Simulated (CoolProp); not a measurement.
Saturated liquid density (kg/m³) of sulfur hexafluoride: the reference equation beside estimates from Tc = 318.7 K, pc = 3755 kPa, ω = 0.210.

Model: reference Helmholtz-energy equation of state, Guder 2009, in CoolProp.

```csv
T (K),reference,van der Waals,Soave-Redlich-Kwong
251.8,1695,1079,1590
257.7,1660,1056,___
263.7,1622,1030,___
269.6,1583,1003,1452
275.6,___,___,1399
281.5,1495,944.4,1343
287.4,___,___,___
293.4,1390,874.6,___
299.3,1327,833.8,1135
305.3,1251,785.3,1043
311.2,1152,725.7,932.0
```

Question: Complete the blanks.

Answer: 
- 257.7, Soave-Redlich-Kwong: 1547
- 263.7, Soave-Redlich-Kwong: 1501
- 275.6, reference: 1540
- 275.6, van der Waals: 974.7
- 287.4, reference: 1446
- 287.4, van der Waals: 911.4
- 287.4, Soave-Redlich-Kwong: 1281
- 293.4, Soave-Redlich-Kwong: 1211

Absolute difference from the reference over all 11 rows, mean and median: van der Waals 36.8 and 36.8 %, Soave-Redlich-Kwong 11.1 and 10.2 %.
